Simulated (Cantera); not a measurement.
# Reactions in the system Ba-H-O

Standard-state values (1 bar) from the NASA 1993 polynomials, evaluated with Cantera. Values are per mole of reaction as written; species without (g) are pure solids or liquids, kept so even where they would boil at 1 bar.

2 H(g) + Ba(OH)₂ ⇌ 2 H₂O(g) + Ba

| T (K) | ΔH° (kJ) | ΔS° (J/K) | ΔG° (kJ) | log10 K | condensed phases |
|---|---|---|---|---|---|
| 300 | 26.6 | 103.2 | -4.4 | 0.76 | Ba(OH)₂(s), Ba(s) |
| 475 | 17.0 | 78.3 | -20.1 | 2.22 | Ba(OH)₂(s), Ba(s) |
| 525 | 14.1 | 72.5 | -23.9 | 2.38 | Ba(OH)₂(s), Ba(s) |
| 575 | 11.2 | 67.1 | -27.4 | 2.49 | Ba(OH)₂(s), Ba(s) |
| 625 | 8.3 | 62.3 | -30.6 | 2.56 | Ba(OH)₂(s), Ba(s) |
| 675 | 5.4 | 57.8 | -33.6 | 2.60 | Ba(OH)₂(s), Ba(s) |
| 725 | -14.9 | 28.2 | -35.3 | 2.54 | Ba(OH)₂(l), Ba(s) |
| 775 | -18.4 | 23.4 | -36.6 | 2.47 | Ba(OH)₂(l), Ba(s) |
| 825 | -21.9 | 19.2 | -37.7 | 2.39 | Ba(OH)₂(l), Ba(s) |
| 875 | -25.2 | 15.3 | -38.5 | 2.30 | Ba(OH)₂(l), Ba(s) |
| 925 | -28.4 | 11.7 | -39.2 | 2.21 | Ba(OH)₂(l), Ba(s) |

O(g) + Ba(OH)₂ ⇌ BaO + H₂O₂(g)

| T (K) | ΔH° (kJ) | ΔS° (J/K) | ΔG° (kJ) | log10 K | condensed phases |
|---|---|---|---|---|---|
| 300 | 12.6 | 38.2 | 1.2 | -0.21 | Ba(OH)₂(s), BaO(s) |
| 475 | 6.2 | 21.2 | -3.9 | 0.43 | Ba(OH)₂(s), BaO(s) |
| 525 | 4.3 | 17.4 | -4.9 | 0.49 | Ba(OH)₂(s), BaO(s) |
| 575 | 2.4 | 14.0 | -5.7 | 0.52 | Ba(OH)₂(s), BaO(s) |
| 625 | 0.5 | 10.9 | -6.3 | 0.53 | Ba(OH)₂(s), BaO(s) |
| 675 | -1.3 | 8.1 | -6.8 | 0.52 | Ba(OH)₂(s), BaO(s) |
| 725 | -20.5 | -20.0 | -6.0 | 0.43 | Ba(OH)₂(l), BaO(s) |
| 775 | -23.0 | -23.4 | -4.9 | 0.33 | Ba(OH)₂(l), BaO(s) |
| 825 | -25.4 | -26.4 | -3.7 | 0.23 | Ba(OH)₂(l), BaO(s) |
| 875 | -27.8 | -29.1 | -2.3 | 0.14 | Ba(OH)₂(l), BaO(s) |
| 925 | -30.0 | -31.6 | -0.8 | 0.04 | Ba(OH)₂(l), BaO(s) |
